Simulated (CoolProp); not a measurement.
Vapour-liquid equilibrium of R143a (1) + R152A (2) at 1460 kPa; x and y are mole fractions of (1).

Values from CoolProp's multi-fluid Helmholtz-energy mixture model, Lemmon and Jacobsen 2000 and Outcalt 1996; pair parameters Bell 2016.

Q: Give the bubble temperature and the first vapour's composition at x = 0.35, 0.65, 0.85. Is there an azeotrope?

A: x = 0.35: 319.0 K, y = 0.473; x = 0.65: 311.1 K, y = 0.744; x = 0.85: 306.8 K, y = 0.895. No azeotrope shows between x = 0.05 and 0.95.

The pair parameters rest on a limited set of measurements; away from them the model extrapolates.
